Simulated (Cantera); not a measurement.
What does this Cantera script print?

```python
import numpy as np
import cantera as ct

gas_names = """
    H H2 Pb Pb2
""".split()
cond_names = """
    Pb(cr) Pb(L)
""".split()


# ... load() reads the species with a 1 bar reference pressure and builds the phases ...
atoms = {
    'Pb': {'Pb': 1},
    'H2': {'H': 2},
}
top_T = {}  # K; cautious upper limits of use, not melting points


# ... equilibrate(T, P, feed) seeds the gas with the atoms and calls Mixture.equilibrate('TP', solver="vcs", rtol=1e-11, max_steps=5000) ...
results = []
feed = {'Pb': 1, 'H2': 2.3}  # mol
T = 1173.15  # K
P = 1333.22  # Pa
mix = equilibrate(T, P, feed)
results.append((T, P, feed, dict(zip(mix.species_names, mix.species_moles))))
print(gas.report(threshold=1e-06))
for i in range(1, mix.n_phases):
    print(f"{mix.phase(i).name:16s} {mix.phase_moles(i):12.5e} mol")
```

Result:

```
       temperature   1173.2 K
          pressure   1333.2 Pa
           density   0.0011649 kg/m^3
  mean mol. weight   8.5228 kg/kmol
   phase of matter   gas

                          1 kg             1 kmol
                     ---------------   ---------------
          enthalpy        3.7456e+06        3.1923e+07  J
   internal energy        2.6011e+06        2.2169e+07  J
           entropy             24548        2.0922e+05  J/K
    Gibbs function       -2.5053e+07       -2.1353e+08  J
 heat capacity c_p            3595.6             30644  J/K
 heat capacity c_v              2620             22330  J/K

                      mass frac. Y      mole frac. X     chem. pot. / RT
                     ---------------   ---------------   ---------------
                 H        1.1918e-07        1.0077e-06           -11.133
                H2           0.22904           0.96829           -22.267
                Pb           0.77092           0.03171            -10.41
     [   +1 minor]        4.3407e-05        8.9274e-07

Pb(L)             9.24673e-01 mol
```

Method: chemical equilibrium by Gibbs-energy minimisation in Cantera with the NASA 1993 tables (ideal gas, pure condensed phases).
